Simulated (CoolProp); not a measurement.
Saturation properties of water (Tc = 373.9 °C, pc = 220.6 bar, ω = 0.344).

Values from CoolProp's reference Helmholtz-energy equation of state, Wagner 2002.

```json
[
 {"T (°C)": "200.95", "p (bar)": "15.86", "enthalpy of vaporisation (kJ/kg)": "1936", "liquid cp (kJ/(kg K))": "4.501"},
 {"T (°C)": "215.75", "p (bar)": "21.37", "enthalpy of vaporisation (kJ/kg)": "1876", "liquid cp (kJ/(kg K))": "4.587"},
 {"T (°C)": "230.55", "p (bar)": "28.25", "enthalpy of vaporisation (kJ/kg)": "1810", "liquid cp (kJ/(kg K))": "4.692"},
 {"T (°C)": "245.35", "p (bar)": "36.73", "enthalpy of vaporisation (kJ/kg)": "1739", "liquid cp (kJ/(kg K))": "4.823"},
 {"T (°C)": "260.15", "p (bar)": "47.04", "enthalpy of vaporisation (kJ/kg)": "1661", "liquid cp (kJ/(kg K))": "4.988"},
 {"T (°C)": "274.95", "p (bar)": "59.42", "enthalpy of vaporisation (kJ/kg)": "1575", "liquid cp (kJ/(kg K))": "5.201"},
 {"T (°C)": "289.75", "p (bar)": "74.15", "enthalpy of vaporisation (kJ/kg)": "1478", "liquid cp (kJ/(kg K))": "5.487"},
 {"T (°C)": "304.55", "p (bar)": "91.52", "enthalpy of vaporisation (kJ/kg)": "1370", "liquid cp (kJ/(kg K))": "5.891"},
 {"T (°C)": "319.35", "p (bar)": "111.9", "enthalpy of vaporisation (kJ/kg)": "1244", "liquid cp (kJ/(kg K))": "6.503"},
 {"T (°C)": "334.15", "p (bar)": "135.6", "enthalpy of vaporisation (kJ/kg)": "1095", "liquid cp (kJ/(kg K))": "7.548"},
 {"T (°C)": "348.95", "p (bar)": "163.2", "enthalpy of vaporisation (kJ/kg)": "908.3", "liquid cp (kJ/(kg K))": "9.839"}
]
```

It boils at 100.0 °C under 1 atm.
